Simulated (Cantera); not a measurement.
Feed: 1 mol Si, a varied amount of HCl, held at 352 °C and 0.000860 bar.

Method: chemical equilibrium by Gibbs-energy minimisation in Cantera with the NASA 1993 tables (ideal gas, pure condensed phases). Candidate condensed phases: Si; 19 gas species. Kinetics and transport are ignored.

At 11 mol HCl, list the 3 most abundant gas species with their mole fractions, and the condensed phases.

HCl 0.700, H2 0.200, SiCl4 0.1000. Condensed: gas only.
